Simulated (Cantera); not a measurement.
What does this Cantera script print?

```python
import numpy as np
import cantera as ct

surf = ct.Interface("ptcombust.yaml", "Pt_surf")
gas = surf.adjacent["gas"]
gas.TPX = 848, 100000, {'CO': 0.0055, 'O2': 0.11, 'N2': 0.79, 'H2O': 0.014}
surf.TP = 848, 100000
reactor = ct.FlowReactor(gas, clone=False)
reactor.area = 0.0001  # m2
reactor.surface_area_to_volume_ratio = 1500  # 1/m
reactor.mass_flow_rate = 0.11 * reactor.area * gas.density  # inlet velocity 0.11 m/s
reactor.energy_enabled = False
wall = ct.ReactorSurface(surf, reactor, clone=False)
net = ct.ReactorNet([reactor])
net.rtol, net.atol = 1e-8, 1e-16
show, cover = ['CO', 'O2', 'H2O', 'CO2'], ['PT(S)', 'H(S)', 'O(S)', 'OH(S)', 'CO(S)', 'C(S)']

rows = []
print(f"{'z/m':>9s}{'u/(m/s)':>9s}" + "".join(f"{s:>13s}" for s in show + cover))
for z in [5e-05, 9.7e-05, 0.00019, 0.00036, 0.0007, 0.0013, 0.0026, 0.005]:
    net.advance(z)
    rows.append([reactor.speed, *gas[show].X, *surf[cover].coverages])
    print(f"{z:9.4g}{rows[-1][0]:9.3g}" + "".join(f"{x:13.4e}" for x in rows[-1][1:]))
```

Output:

```
      z/m  u/(m/s)           CO           O2          H2O          CO2        PT(S)         H(S)         O(S)        OH(S)        CO(S)         C(S)
    5e-05     0.11   1.5922e-03   1.1769e-01   1.5259e-02   4.4025e-03   6.5805e-02   2.4960e-08   9.3126e-01   2.5631e-03   3.7074e-04   2.4243e-16
  9.7e-05     0.11   6.8537e-04   1.1729e-01   1.5266e-02   5.3120e-03   6.1842e-02   2.2693e-08   9.3552e-01   2.4910e-03   1.4034e-04   8.5852e-17
  0.00019     0.11   1.4964e-04   1.1706e-01   1.5270e-02   5.8494e-03   5.9852e-02   2.1584e-08   9.3766e-01   2.4537e-03   2.8639e-05   1.6917e-17
  0.00036     0.11   1.0204e-05   1.1699e-01   1.5271e-02   5.9892e-03   5.9368e-02   2.1318e-08   9.3818e-01   2.4446e-03   1.9205e-06   1.1246e-18
   0.0007     0.11   4.8923e-08   1.1699e-01   1.5271e-02   5.9994e-03   5.9334e-02   2.1299e-08   9.3822e-01   2.4439e-03   9.1965e-09   5.3821e-21
   0.0013     0.11   3.9594e-12   1.1699e-01   1.5271e-02   5.9995e-03   5.9334e-02   2.1299e-08   9.3822e-01   2.4439e-03   7.4429e-13   4.3558e-25
   0.0026     0.11   5.8351e-19   1.1699e-01   1.5271e-02   5.9995e-03   5.9334e-02   2.1299e-08   9.3822e-01   2.4439e-03   1.0969e-19   6.4191e-32
    0.005     0.11   1.6350e-18   1.1699e-01   1.5271e-02   5.9995e-03   5.9334e-02   2.1299e-08   9.3822e-01   2.4439e-03   3.0734e-19   1.7985e-31
```

Model: Deutschmann's 1995 Pt surface mechanism with GRI-Mech 3.0 gas chemistry, integrated in Cantera. Catalytic surfaces can have several steady states; this one follows from the mechanism file's or the stated starting coverage. Mass transfer to the wall is taken as infinitely fast.
